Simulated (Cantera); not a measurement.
Equilibrium for silicon etching in halogen gases: Si + Br2 + N2

Charge: 1 mol Si, a varied amount of Br2, 5.5 mol N2, at 13.0 Pa.

Equilibrium computed with Cantera from the NASA thermochemical tables; the gas is ideal and each condensed phase is pure. Candidate condensed phases: Br2, Si, Si3N4; 13 gas species. N2 is the only nitrogen source here; it is nearly inert below about 1500 K, so the nitride shown seldom forms there in practice. The tables' values for SiBr3 are old estimates. Kinetics and transport are ignored.

### Question
Map the stable condensed phases over T = 950, 1025, 1100, 1175, 1250, 1325, 1400, 1475, 1550, 1625 K and n(Br2) in mol = 1.2, 1.9, 2.6, 3.3, 4, 4.6, 5.3, 6, 6.7.

### Answer
```
T in K \ n(Br2) in mol
         1.2 1.9 2.6 3.3   4 4.6 5.3   6 6.7
   1625    A   B   B   B   B   B   B   B   B
   1550    B   B   B   B   B   B   B   B   B
   1475    B   B   B   B   B   B   B   B   B
   1400    B   B   B   B   B   B   B   B   B
   1325    B   B   B   B   B   B   B   B   B
   1250    C   B   B   B   B   B   B   B   B
   1175    C   B   B   B   B   B   B   B   B
   1100    C   C   B   B   B   B   B   B   B
   1025    C   C   B   B   B   B   B   B   B
    950    C   C   B   B   B   B   B   B   B
```
A: Si; B: gas only; C: Si3N4.
